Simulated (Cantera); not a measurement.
An adiabatic, constant-pressure homogeneous reactor starts with 50.2 % H2, 10.4 % O2, 39.3 % N2, equivalence ratio 2.4, at 1400 K and 76000 Pa.

Model: the H2/O2 subset of GRI-Mech 3.0, which has no nitrogen chemistry, integrated in Cantera.

x: mole fraction; the columns are a selection and need not sum to one.

```json
[
 {"t (s)": "2.00e-6", "T (K)": "1400", "x H2": "0.502", "x O2": "0.104", "x O": "1.30e-8", "x HO2": "1.42e-7", "x H2O": "8.71e-8"},
 {"t (s)": "4.85e-6", "T (K)": "1400", "x H2": "0.502", "x O2": "0.104", "x O": "8.33e-8", "x HO2": "3.67e-7", "x H2O": "1.06e-6"},
 {"t (s)": "1.18e-5", "T (K)": "1400", "x H2": "0.502", "x O2": "0.104", "x O": "(withheld)", "x HO2": "(withheld)", "x H2O": "(withheld)"},
 {"t (s)": "2.85e-5", "T (K)": "1583", "x H2": "0.302", "x O2": "0.0292", "x O": "0.00565", "x HO2": "1.47e-5", "x H2O": "0.141"},
 {"t (s)": "6.91e-5", "T (K)": "2109", "x H2": "0.263", "x O2": "0.000969", "x O": "0.00293", "x HO2": "4.72e-7", "x H2O": "0.204"},
 {"t (s)": "0.000168", "T (K)": "2401", "x H2": "0.288", "x O2": "0.000437", "x O": "0.00142", "x HO2": "2.60e-7", "x H2O": "0.213"},
 {"t (s)": "0.000406", "T (K)": "2587", "x H2": "0.303", "x O2": "0.000179", "x O": "0.000603", "x HO2": "1.48e-7", "x H2O": "0.220"},
 {"t (s)": "0.000985", "T (K)": "2654", "x H2": "0.309", "x O2": "0.000109", "x O": "0.000372", "x HO2": "1.01e-7", "x H2O": "0.223"},
 {"t (s)": "0.00239", "T (K)": "2659", "x H2": "0.309", "x O2": "0.000105", "x O": "0.000358", "x HO2": "9.80e-8", "x H2O": "0.223"},
 {"t (s)": "0.00579", "T (K)": "2659", "x H2": "0.309", "x O2": "0.000105", "x O": "0.000358", "x HO2": "9.80e-8", "x H2O": "0.223"},
 {"t (s)": "0.0140", "T (K)": "2659", "x H2": "0.309", "x O2": "0.000105", "x O": "0.000358", "x HO2": "9.80e-8", "x H2O": "0.223"},
 {"t (s)": "0.0340", "T (K)": "2659", "x H2": "0.309", "x O2": "0.000105", "x O": "0.000358", "x HO2": "9.80e-8", "x H2O": "0.223"},
 {"t (s)": "0.0825", "T (K)": "2659", "x H2": "0.309", "x O2": "0.000105", "x O": "0.000358", "x HO2": "9.80e-8", "x H2O": "0.223"},
 {"t (s)": "0.200", "T (K)": "2659", "x H2": "0.309", "x O2": "0.000105", "x O": "0.000358", "x HO2": "9.80e-8", "x H2O": "0.223"}
]
```

### Question
What belongs in the gaps?

### Answer

- 1.18e-5, x O: 3.02e-6
- 1.18e-5, x HO2: 2.37e-6
- 1.18e-5, x H2O: 5.00e-5
